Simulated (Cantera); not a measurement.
A freely propagating, adiabatic, planar premixed flame of H₂ : O₂ : N₂ = 1 : 0.179 : 0.671 (molar parts), unburnt at 700 K and 76000 Pa; mixture-averaged transport, grid criteria slope 0.08 and curve 0.16, no radiation.

Cantera simulation using the H2/O2 subset of GRI-Mech 3.0, which has no nitrogen chemistry; the numbers are that mechanism's predictions, not measurements. Burning velocities carry a grid error of a few per cent, more on coarse grids.

x: mole fraction of selected species; z is measured from the peak of heat release.

| z (mm) | T (K) | u (m/s) | x H₂ | x O₂ | x H₂O₂ | x HO₂ | x O | x H |
|---|---|---|---|---|---|---|---|---|
| -2.21 | 700 | 10.7 | 0.541 | 0.0968 | <1e-8 | <1e-8 | <1e-8 | <1e-8 |
| -1.47 | 700 | 10.7 | 0.541 | 0.0968 | <1e-8 | <1e-8 | <1e-8 | <1e-8 |
| -1.10 | 700 | 10.7 | 0.541 | 0.0968 | <1e-8 | 4.08e-8 | <1e-8 | <1e-8 |
| -0.737 | 700 | 10.7 | 0.541 | 0.0968 | <1e-8 | 2.87e-6 | 1.56e-8 | 1.34e-6 |
| -0.368 | 721 | 11.0 | 0.537 | 0.0964 | 1.18e-6 | 0.000129 | 1.74e-5 | 0.000777 |
| -0.184 | 877 | 13.1 | 0.510 | 0.0911 | 1.49e-6 | 8.80e-5 | 0.000316 | 0.0111 |
| 0 | 1214 | 17.7 | 0.412 | 0.0548 | 6.74e-7 | 3.97e-5 | 0.00233 | 0.0573 |
| 0.184 | 1447 | 21.0 | 0.333 | 0.0106 | 3.00e-7 | 7.63e-6 | 0.00154 | 0.0921 |
| 0.368 | 1542 | 22.3 | 0.322 | 0.00138 | 1.76e-7 | 9.39e-7 | 0.000621 | 0.0922 |
| 0.737 | 1640 | 23.5 | 0.329 | 0.000157 | 1.38e-7 | 1.10e-7 | 0.000439 | 0.0804 |
| 1.47 | 1746 | 24.8 | 0.339 | … | … | … | … | … |
| 2.95 | 1852 | 26.1 | 0.350 | … | … | … | … | … |
| 5.89 | 1947 | 27.3 | 0.359 | 3.39e-5 | 2.85e-8 | 2.79e-8 | 0.000133 | 0.0352 |

**Question.** Fill in the missing entries.

**Answer.** 
- 1.47, x O₂: 9.28e-5
- 1.47, x H₂O₂: 9.52e-8
- 1.47, x HO₂: 6.65e-8
- 1.47, x O: 0.000345
- 1.47, x H: 0.0652
- 2.95, x O₂: 6.09e-5
- 2.95, x H₂O₂: 5.53e-8
- 2.95, x HO₂: 4.55e-8
- 2.95, x O: 0.000233
- 2.95, x H: 0.0495
